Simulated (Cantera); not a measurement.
Input (Python, Cantera):

```python
import numpy as np
import cantera as ct

gas = ct.Solution("gri30.yaml")
gas.TPX = 1000, 100000, {'N2O': 1}
reactor = ct.IdealGasConstPressureReactor(gas, energy="off", clone=False)
net = ct.ReactorNet([reactor])
net.rtol, net.atol = 1e-08, 1e-18
show = ['N2O', 'NO', 'O2', 'N2', 'NO2', 'O']
times = np.geomspace(2e-06, 100, 10)

steps = ct.SolutionArray(gas, extra=["t"])
rows = []
print(f"{'t/s':>10s}{'T/K':>9s}{'P/Pa':>11s}" + "".join(f"{s:>11s}" for s in show))
for t in times:
    while net.time < t:
        t_next = net.step()
        steps.append(gas.state, t=t_next)
    rows.append([np.interp(t, steps.t, y) for y in (steps.T, steps.P, *steps(*show).X.T)])
    print(f"{t:10.3e}{rows[-1][0]:9.1f}{rows[-1][1]:11.4g}" + "".join(f"{x:11.3e}" for x in rows[-1][2:]))
rate = np.gradient(steps.T, steps.t)
print("integrator steps:", len(steps.t))
if steps.T.max() > steps.T[0] + 200:
    print(f"time of steepest temperature rise: {steps.t[rate.argmax()]:.4e} s")
gas.TPX = 1000, 100000, {'N2O': 1}
gas.equilibrate("TP")
print(f"equilibrium (TP): T = {gas.T:.1f} K  " + "  ".join(f"{s} {gas[s].X[0]:.3e}" for s in show))
```

It prints:

```
       t/s      T/K       P/Pa        N2O         NO         O2         N2        NO2          O
 2.000e-06   1000.0      1e+05  1.000e+00  3.481e-11  4.181e-10  6.405e-09  9.164e-20  5.551e-09
 1.434e-05   1000.0      1e+05  1.000e+00  1.343e-09  1.613e-08  5.904e-08  1.340e-16  2.611e-08
 1.028e-04   1000.0      1e+05  1.000e+00  2.145e-08  2.576e-07  5.653e-07  3.414e-14  3.930e-08
 7.368e-04   1000.0      1e+05  1.000e+00  1.731e-07  2.080e-06  4.285e-06  2.232e-12  3.932e-08
 5.282e-03   1000.0      1e+05  1.000e+00  1.260e-06  1.514e-05  3.095e-05  1.194e-10  3.932e-08
 3.786e-02   1000.0      1e+05  9.997e-01  9.048e-06  1.087e-04  2.221e-04  5.934e-09  3.932e-08
 2.714e-01   1000.0      1e+05  9.976e-01  6.455e-05  7.784e-04  1.590e-03  2.601e-07  3.928e-08
 1.946e+00   1000.0      1e+05  9.828e-01  4.523e-04  5.513e-03  1.126e-02  5.846e-06  3.895e-08
 1.395e+01   1000.0      1e+05  8.864e-01  2.925e-03  3.637e-02  7.427e-02  4.820e-05  3.651e-08
 1.000e+02   1000.0      1e+05  4.846e-01  1.207e-02  1.656e-01  3.376e-01  2.062e-04  2.475e-08
integrator steps: 757
equilibrium (TP): T = 1000.0 K  N2O 2.755e-09  NO 3.646e-05  O2 3.333e-01  N2 6.666e-01  NO2 2.463e-06  O 9.137e-11
```

Cantera simulation using GRI-Mech 3.0 (53 species, 325 reactions); the numbers are that mechanism's predictions, not measurements. GRI-Mech 3.0 was tuned for natural gas; its chemistry of N2O as a main component is partial and can be far from experiment. The mechanism lacks the step 2 NO + O2 → 2 NO2, which can matter for NO2 below about 1400 K. The temperature is held fixed by assumption; the heat of reaction is taken as removed at once.
